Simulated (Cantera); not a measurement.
A perfectly stirred reactor is fed with 84.0 % NO, 16.0 % N2, at 0.350 bar; it is held at 1975 K, and followed from long to short residence time.

Detailed kinetics in Cantera: GRI-Mech 3.0 (53 species, 325 reactions).

x: mole fraction; the columns are a selection and need not sum to one.

```tsv
τ (s)	x NO	x N2	x NO2	x O2	x N2O	x O
15	0.112	0.524	0.000157	0.364	___	0.000567
7.0	0.182	0.489	0.000242	0.329	___	0.000541
3.4	0.281	0.439	0.000344	0.279	___	0.000502
1.6	0.414	0.373	0.000443	0.213	___	0.000443
0.79	0.546	0.307	0.000488	0.146	___	0.000375
0.38	0.664	0.248	0.000467	0.0877	___	0.000302
0.18	0.746	0.206	0.000399	0.0466	___	0.000237
0.088	0.792	0.184	0.000328	0.0237	0.000265	0.000190
0.042	0.817	0.171	0.000272	0.0113	0.000281	0.000158
0.020	0.829	0.165	0.000234	0.00526	0.000283	0.000138
0.0098	0.835	0.162	0.000210	0.00243	0.000271	0.000125
```

Question: Fill in the missing entries.

Answer: 
- 15, x N2O: 4.77e-6
- 7.0, x N2O: 1.24e-5
- 3.4, x N2O: 2.97e-5
- 1.6, x N2O: 6.57e-5
- 0.79, x N2O: 0.000118
- 0.38, x N2O: 0.000179
- 0.18, x N2O: 0.000232
